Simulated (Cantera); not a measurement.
## PbO + O₂ + H₂ (iron carbonyl, mercury and lead vapours)

A closed system holds: 1 mol PbO, 1.4 mol O₂, 11 mol H₂, equilibrated at 0.00250 bar.

Equilibrium computed with Cantera from the NASA thermochemical tables; the gas is ideal and each condensed phase is pure. Candidate condensed phases: H₂O, Pb, PbO, PbO₂, Pb₃O₄; 12 gas species. Rates play no part.

```json
[
 {"T (°C)": "827", "log p H₂": "-2.81", "log p H₂O": "-3.09", "log p Pb": "-3.92", "log p H": "-8.99", "log p PbO": "-9.17", "log p Pb₂": "-8.83", "log p OH": "-11.62", "n Pb(l)": "0.440"},
 {"T (°C)": "852", "log p H₂": "-2.82", "log p H₂O": "-3.10", "log p Pb": "-3.72", "log p H": "-8.76", "log p PbO": "-8.85", "log p Pb₂": "-8.51", "log p OH": "-11.32", "n Pb(l)": "0.0992"},
 {"T (°C)": "877", "log p H₂": "-2.82", "log p H₂O": "-3.10", "log p Pb": "-3.68", "log p H": "-8.54", "log p PbO": "-8.68", "log p Pb₂": "-8.48", "log p OH": "-11.04", "n Pb(l)": "0"},
 {"T (°C)": "902", "log p H₂": "-2.82", "log p H₂O": "-3.10", "log p Pb": "-3.68", "log p H": "-8.32", "log p PbO": "-8.56", "log p Pb₂": "-8.54", "log p OH": "-10.76", "n Pb(l)": "0"},
 {"T (°C)": "927", "log p H₂": "-2.82", "log p H₂O": "-3.10", "log p Pb": "-3.68", "log p H": "-8.12", "log p PbO": "-8.45", "log p Pb₂": "-8.60", "log p OH": "-10.49", "n Pb(l)": "0"},
 {"T (°C)": "952", "log p H₂": "-2.82", "log p H₂O": "-3.10", "log p Pb": "-3.68", "log p H": "-7.92", "log p PbO": "-8.34", "log p Pb₂": "-8.65", "log p OH": "-10.24", "n Pb(l)": "0"},
 {"T (°C)": "977", "log p H₂": "-2.82", "log p H₂O": "-3.10", "log p Pb": "-3.68", "log p H": "-7.73", "log p PbO": "-8.24", "log p Pb₂": "-8.71", "log p OH": "-9.99", "n Pb(l)": "0"},
 {"T (°C)": "1002", "log p H₂": "-2.82", "log p H₂O": "-3.10", "log p Pb": "-3.68", "log p H": "-7.54", "log p PbO": "-8.13", "log p Pb₂": "-8.75", "log p OH": "-9.76", "n Pb(l)": "0"},
 {"T (°C)": "1027", "log p H₂": "-2.82", "log p H₂O": "-3.10", "log p Pb": "-3.68", "log p H": "-7.37", "log p PbO": "-8.04", "log p Pb₂": "-8.80", "log p OH": "-9.53", "n Pb(l)": "0"},
 {"T (°C)": "1052", "log p H₂": "-2.82", "log p H₂O": "-3.10", "log p Pb": "-3.68", "log p H": "-7.20", "log p PbO": "-7.94", "log p Pb₂": "-8.85", "log p OH": "-9.31", "n Pb(l)": "0"},
 {"T (°C)": "1077", "log p H₂": "-2.82", "log p H₂O": "-3.10", "log p Pb": "-3.68", "log p H": "-7.03", "log p PbO": "-7.85", "log p Pb₂": "-8.89", "log p OH": "-9.10", "n Pb(l)": "0"},
 {"T (°C)": "1102", "log p H₂": "-2.82", "log p H₂O": "-3.10", "log p Pb": "-3.68", "log p H": "-6.88", "log p PbO": "-7.77", "log p Pb₂": "-8.94", "log p OH": "-8.90", "n Pb(l)": "0"}
]
```
log p: log10 of the partial pressure in bar; n: condensed amount in mol.

From 827 °C to 852 °C the condensed part is Pb(l). From 877 °C to 1102 °C nothing is condensed. The main Pb-bearing gas is Pb throughout.
